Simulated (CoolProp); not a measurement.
The fluid at 293.15 K and 0.813 MPa is throttled through a valve to 0.0917 MPa with no heat exchange. The same conditions are run with several fluids, on thermodynamics alone (safety and materials aside).

Computed with CoolProp (reference Helmholtz-energy equation of state of each fluid (CH2F2 (R32): Tillner-Roth 1997; CF4 (R14): Platzer 1990; R13: Platzer 1990; fluorine: de Reuck 1990; methane: Setzmann 1991)). The equations of Platzer and Polt are older, rougher fits.

Question: Rank CH2F2 (R32), CF4 (R14), R13, fluorine, methane by temperature change (K), highest first.

Answer: fluorine (-1.4), methane (-3.3), CF4 (R14) (-4.2), R13 (-9.2), CH2F2 (R32) (-21.7)

```tsv
fluid	final density (kg/m³)
CH2F2 (R32)	2.15
CF4 (R14)	3.37
R13	4.10
fluorine	1.44
methane	0.611
```
